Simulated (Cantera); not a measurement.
**Ammonia decomposition in nitride growth gas**

An isothermal, constant-pressure homogeneous reactor starts with NH3 : N2 = 1 : 0.74 (molar parts), at 1598 K and 0.987 atm.

Detailed kinetics in Cantera: the gas-phase N/H chemistry of the illustrative SiF4/NH3 mechanism in the Surface Chemkin manual (1991). Walls and surfaces, which speed up NH3 decomposition in real reactors, are not modelled.

| t (s) | x NH3 | x H2 | x N2H2 | x N2 | x N2H4 | x N |
|---|---|---|---|---|---|---|
| 0.000200 | 0.575 | 4.98e-6 | 4.44e-9 | 0.425 | 2.71e-9 | <1e-12 |
| 0.000469 | 0.575 | 1.24e-5 | 2.67e-8 | 0.425 | 1.47e-8 | 5.41e-12 |
| 0.00110 | 0.575 | 3.72e-5 | 1.35e-7 | 0.425 | 6.87e-8 | 2.04e-11 |
| 0.00257 | 0.575 | 0.000144 | 3.42e-7 | 0.425 | 1.68e-7 | 6.17e-11 |
| 0.00603 | 0.574 | 0.000472 | 3.90e-7 | 0.425 | 1.90e-7 | 1.29e-10 |
| 0.0141 | 0.573 | 0.00125 | 3.89e-7 | 0.425 | 1.89e-7 | 2.71e-10 |
| 0.0331 | 0.571 | 0.00307 | 3.86e-7 | 0.425 | 1.86e-7 | 5.96e-10 |
| 0.0777 | 0.567 | 0.00730 | 3.80e-7 | 0.426 | 1.81e-7 | 1.30e-9 |
| 0.182 | 0.557 | 0.0170 | 3.67e-7 | 0.426 | 1.71e-7 | 2.61e-9 |
| 0.427 | 0.534 | 0.0383 | 3.37e-7 | 0.427 | 1.55e-7 | 4.36e-9 |
| 1.00 | 0.488 | 0.0824 | 2.80e-7 | 0.429 | 1.30e-7 | 5.80e-9 |
x: mole fraction; the columns are a selection and need not sum to one.

Equilibrium at this temperature and pressure: NH3 1.26e-5, H2 0.547, N2H2 <1e-12, N2 0.453, N2H4 <1e-12, N <1e-12 (gas phase only).
